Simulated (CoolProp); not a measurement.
A simple Rankine cycle with R22: condensing at 312.15 K, boiler at 3.59 MPa, turbine inlet 392.1 K, turbine efficiency 0.65, pump efficiency 0.7, no recuperator. Each further row changes one setting.

The numbers come from the reference Helmholtz-energy equation of state, Kamei 1995 in CoolProp.

```json
[
 {"case": "as stated", "thermal efficiency (%)": "6.3", "net work (kJ/kg)": "13.4", "heat in (kJ/kg)": "214", "turbine exit temperature (K)": "(withheld)", "volume ratio over the turbine": "(withheld)"},
 {"case": "turbine inlet 412.1 K", "thermal efficiency (%)": "(withheld)", "net work (kJ/kg)": "15.1", "heat in (kJ/kg)": "(withheld)", "turbine exit temperature (K)": "370.2", "volume ratio over the turbine": "2.37"},
 {"case": "condensing temperature 304.15 K", "thermal efficiency (%)": "7.5", "net work (kJ/kg)": "16.7", "heat in (kJ/kg)": "224", "turbine exit temperature (K)": "(withheld)", "volume ratio over the turbine": "2.92"},
 {"case": "boiler pressure 2.51 MPa", "thermal efficiency (%)": "4.1", "net work (kJ/kg)": "9.21", "heat in (kJ/kg)": "(withheld)", "turbine exit temperature (K)": "368.4", "volume ratio over the turbine": "1.66"},
 {"case": "turbine efficiency 0.55", "thermal efficiency (%)": "5.1", "net work (kJ/kg)": "10.9", "heat in (kJ/kg)": "214", "turbine exit temperature (K)": "351.2", "volume ratio over the turbine": "2.43"}
]
```

Task: Fill in the missing entries.

Result: 
- as stated, turbine exit temperature (K): 348.3
- as stated, volume ratio over the turbine: 2.40
- turbine inlet 412.1 K, thermal efficiency (%): 6.5
- turbine inlet 412.1 K, heat in (kJ/kg): 234
- condensing temperature 304.15 K, turbine exit temperature (K): 339.9
- boiler pressure 2.51 MPa, heat in (kJ/kg): 226
